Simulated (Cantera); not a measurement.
## N2O furnace oxynitridation

An isothermal, constant-pressure homogeneous reactor starts with 98.4 % N2O, 1.64 % H2O, at 1598 K and 1.78 atm.

Detailed kinetics in Cantera: GRI-Mech 3.0 (53 species, 325 reactions). GRI-Mech 3.0 was tuned for natural gas; its chemistry of N2O as a main component is partial and can be far from experiment. The temperature is held fixed by assumption; the heat of reaction is taken as removed at once.

```csv
t (s),x N2O,x H2O,x OH,x H2,x H2O2
5.00e-5,0.962,0.0161,0.000218,1.32e-6,1.57e-7
0.000140,0.924,0.0159,0.000251,1.61e-6,1.05e-7
0.000389,0.828,0.0154,0.000270,1.18e-6,6.91e-8
0.00109,0.627,0.0143,0.000271,9.94e-7,4.89e-8
0.00303,0.325,0.0127,0.000238,8.84e-7,3.44e-8
0.00847,0.0833,0.0114,0.000164,5.70e-7,1.83e-8
0.0236,0.00550,0.0110,7.37e-5,1.66e-7,4.82e-9
0.0659,1.39e-5,0.0110,5.28e-5,1.05e-7,2.67e-9
0.184,6.78e-6,0.0110,5.28e-5,1.05e-7,2.67e-9
0.514,6.70e-6,0.0110,5.28e-5,1.05e-7,2.67e-9
1.43,6.50e-6,0.0110,5.28e-5,1.04e-7,2.67e-9
4.00,5.99e-6,0.0110,5.30e-5,1.04e-7,2.69e-9
```
x: mole fraction; the columns are a selection and need not sum to one.

Equilibrium at this temperature and pressure: N2O 1.61e-7, H2O 0.0110, OH 5.59e-5, H2 9.30e-8, H2O2 2.99e-9 (gas phase only).
